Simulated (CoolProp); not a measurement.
Vapour-liquid equilibrium of R143a (1) + dimethyl ether (2) at 431 kPa; x and y are mole fractions of (1).

Values from CoolProp's multi-fluid Helmholtz-energy mixture model, Lemmon and Jacobsen 2000 and Wu 2011; pair parameters Bell 2016.

```tsv
x	bubble temperature, mixture model (K)	bubble temperature, Raoult's law (K)	y, mixture model	y, Raoult's law
0.05	285.5	285.8	0.107	0.105
0.125	282.5	283.1	0.244	0.242
0.2	279.8	280.7	0.358	0.361
0.275	277.4	278.4	0.456	0.464
0.35	275.2	276.2	0.540	0.553
0.425	273.3	274.2	0.613	0.631
0.5	271.4	272.3	0.679	0.700
0.575	269.8	270.5	0.738	0.761
0.65	268.2	268.8	0.791	0.815
0.725	266.7	267.2	0.841	0.863
0.8	265.4	265.7	0.887	0.906
0.875	264.1	264.2	0.931	0.944
0.95	262.8	262.9	0.973	0.979
```

The largest gap from Raoult's law is -1.0 K in bubble temperature, at x = 0.35. No azeotrope shows between x = 0.05 and 0.95.

Pair parameters are fitted to limited data, so mixtures are less certain than the pure fluids.
